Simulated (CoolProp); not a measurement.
A closed Brayton cycle with carbon dioxide: compressor inlet 308.15 K and 8.8 MPa, high pressure 28.7 MPa, turbine inlet 740 K, compressor efficiency 0.85, turbine efficiency 0.93, recuperator effectiveness 0 (on enthalpy, no pinch check). Each further row changes one setting.

Computed with CoolProp (reference Helmholtz-energy equation of state, Span 1996).

```
case                           thermal efficiency (%)  net work (kJ/kg)  compressor to turbine work  compressor exit (K)  turbine exit (K)
-----------------------------  ----------------------  ----------------  --------------------------  -------------------  ----------------
as stated                                        18.0               106                        0.23                344.5             603.8
turbine inlet 690 K                              18.0              94.7                  (withheld)                344.5             558.9
compressor inlet 318.15 K                  (withheld)        (withheld)                        0.38                401.1             603.8
high pressure 24.4 MPa                     (withheld)        (withheld)                  (withheld)                338.5             622.0
recuperator effectiveness 0.5                    24.6               106                        0.23                344.5             603.8
```

Q: Fill in the missing entries.

A: 
- turbine inlet 690 K, compressor to turbine work: 0.25
- compressor inlet 318.15 K, thermal efficiency (%): 18.2
- compressor inlet 318.15 K, net work (kJ/kg): 86.2
- high pressure 24.4 MPa, thermal efficiency (%): 15.9
- high pressure 24.4 MPa, net work (kJ/kg): 95.7
- high pressure 24.4 MPa, compressor to turbine work: 0.21
